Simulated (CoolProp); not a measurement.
Computed with CoolProp (reference Helmholtz-energy equation of state, Zhou 2012).

Give the vapour pressure (MPa), vapour density (kg/m³), liquid cp (kJ/(kg K)), surface tension (mN/m) of saturated p-xylene at 429.2, 457.8, 503.5 K.


| T (K) | p (MPa) | vapour density (kg/m³) | liquid cp (kJ/(kg K)) | surface tension (mN/m) |
|---|---|---|---|---|
| 429.2 | 0.159 | 5.06 | 2.18 | 14.6 |
| 457.8 | 0.303 | 9.38 | 2.29 | 12.0 |
| 503.5 | 0.717 | 22.1 | 2.50 | 7.92 |

Surface tension comes from a separate correlation (Mulero 2014).
